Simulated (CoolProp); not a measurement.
R21 along the isotherm 237.9 K: Z from the reference equation and from simpler models built on Tc = 452.7 K, pc = 5.289 MPa, ω = 0.206; each cubic takes its own stable root.

Model: reference Helmholtz-energy equation of state, Platzer 1990, in CoolProp. This equation is an older, rougher fit; its heat capacities, sound speeds and derivatives of the liquid may be far off and weren't checked against measurements.

```
p (MPa)   phase   reference  van der Waals  Redlich-Kwong  Soave-Redlich-Kwong  Peng-Robinson
-------  ------  ----------  -------------  -------------  -------------------  -------------
0.00836     gas      0.9945         0.9980         0.9969               0.9966         0.9965
0.0159   liquid   0.0005507         0.9961         0.9940           (withheld)      0.0005219
0.0301   liquid    0.001043         0.9926       0.001131             0.001113      0.0009880
0.057    liquid    0.001974         0.9859       0.002141             0.002107       0.001871
0.108    liquid  (withheld)         0.9730       0.004057             0.003992       0.003545
0.205    liquid    0.007099        0.01142       0.007700             0.007576       0.006728
0.388    liquid     0.01343     (withheld)        0.01457              0.01434        0.01273
0.736    liquid     0.02547        0.04092     (withheld)           (withheld)        0.02414
1.39     liquid     0.04807     (withheld)        0.05212           (withheld)        0.04556
2.64     liquid     0.09118         0.1459        0.09882              0.09729        0.08644
```

**Question.** Complete the blanks.

**Answer.** 
- 0.0159, Soave-Redlich-Kwong: 0.0005877
- 0.108, reference: 0.003740
- 0.388, van der Waals: 0.02160
- 0.736, Redlich-Kwong: 0.02762
- 0.736, Soave-Redlich-Kwong: 0.02718
- 1.39, van der Waals: 0.07711
- 1.39, Soave-Redlich-Kwong: 0.05130

At some of these states van der Waals, Redlich-Kwong gives the other phase, because its saturation line lies elsewhere.
